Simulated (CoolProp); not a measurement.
Saturated liquid density (kg/m³) of ammonia: the reference equation beside estimates from Tc = 405.6 K, pc = 11360 kPa, ω = 0.256.

Values from CoolProp's reference Helmholtz-energy equation of state, Gao 2020.

```
T (K)  reference  Soave-Redlich-Kwong  Peng-Robinson
-----  ---------  -------------------  -------------
316.9      573.5                450.3          510.9
328.1      554.4                432.8          491.2
339.3      533.8                413.5          469.3
350.5      511.4                392.0          444.8
361.7      486.3                367.9          417.0
372.9      457.5                340.1          384.6
384.1      422.4                306.9          345.6
395.3      374.1                263.4          294.1
```

Absolute difference from the reference over all 8 rows, mean and median: Soave-Redlich-Kwong 24.5 and 23.8 %, Peng-Robinson 14.6 and 13.6 %.
